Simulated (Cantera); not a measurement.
Feed: 1 mol TEOS, 8.2 mol N₂O, 2.8 mol H₂, at 1027 °C and 13.3 mbar.

Equilibrium computed with Cantera from the NASA thermochemical tables; the gas is ideal and each condensed phase is pure. The feed counts by its element totals alone. The tables hold silica as quartz up to 1696 K and as liquid above; real silica turns to tridymite and cristobalite and melts near 1996 K. The numbers say what is thermodynamically allowed, not how fast it happens.

| species | before | after |
|---|---|---|
| H₂ | 0.386 | 0.374 |
| N₂ | 0.283 | 0.329 |
| CO₂ | 0.0207 | 0.128 |
| CO | 0.255 | 0.0467 |
| H₂O | 0.0552 | 0.107 |
| CH₄ | 3.39e-9 | 0.0165 |
| NH₃ | 2.11e-7 | 1.68e-5 |
| SiO₂(β-quartz), mol | 1.00 | 0 |
| C(graphite), mol | 0 | 3.23 |
| SiO₂(α-quartz), mol | 0 | 1.00 |
Gas species are given as mole fractions.

### Question
Name the change that produced these shifts.
A) temperature from 1027 °C to 1477 °C
B) temperature from 1027 °C to 425 °C
C) temperature from 1027 °C to 475 °C
D) temperature from 1027 °C to 375 °C

### Answer
B, temperature from 1027 °C to 425 °C
